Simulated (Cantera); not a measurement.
**Abatement and gas-phase synthesis: S + O2**

A closed system holds: 1 mol S, 0.42 mol O2, equilibrated at 1802 °C.

Cantera equilibrium calculation (NASA polynomials, part measured and part estimated; ideal gas, pure solids and liquids). Candidate condensed phases: S; 10 gas species. The ideal-gas law is rough above about 30 bar. Rates play no part.

```tsv
P (Pa)	log p SO2	log p SO	log p S2	log p S	log p S2O	log p O	log p O2	log p SO3
10	-4.56	-4.40	-4.87	-4.73	-7.28	-6.64	-7.42	-10.61
84	-3.52	-3.58	-3.70	-4.14	-5.88	-6.41	-6.96	-9.33
710	-2.50	-2.82	-2.66	-3.62	-4.59	-6.17	-6.47	-8.08
6000	-1.53	-2.08	-1.68	-3.13	-3.37	-5.92	-5.98	-6.85
50000	-0.58	-1.37	-0.74	-2.66	-2.18	-5.68	-5.50	-5.67
420000	0.36	-0.67	0.20	-2.19	-1.01	-5.45	-5.03	-4.49
3600000	1.30	0.04	1.13	-1.73	0.15	-5.21	-4.55	-3.31
30000000	2.22	0.72	2.03	-1.28	1.29	-4.98	-4.09	-2.16
```
log p: log10 of the partial pressure in bar; nothing condenses.

From 10.0 Pa to 300 bar nothing is condensed.
